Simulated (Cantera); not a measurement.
Feed: 1 mol CH3SiCl3, 0.0085 mol C2H2, 30 mol H2, held at 100000 Pa.

Equilibrium computed with Cantera from the NASA thermochemical tables; the gas is ideal and each condensed phase is pure. Candidate condensed phases: C, C6H6, C7H8, C8H18, Si, SiC; 109 gas species. The feed counts by its element totals alone. Kinetics and transport are ignored.

What share of the Si ends up in condensed phases as a function of T (K), at 1123, 1148, 1173, 1198, 1223, 1248, 1273, 1298, 1323, 1348, 1373?


```
T (K)  Si condensed (%)      as
-----  ----------------  ------
1123               74.2  SiC(s)
1148               78.6  SiC(s)
1173               82.4  SiC(s)
1198               85.6  SiC(s)
1223               88.4  SiC(s)
1248               90.6  SiC(s)
1273               92.4  SiC(s)
1298               93.8  SiC(s)
1323               94.9  SiC(s)
1348               95.8  SiC(s)
1373               96.4  SiC(s)
```
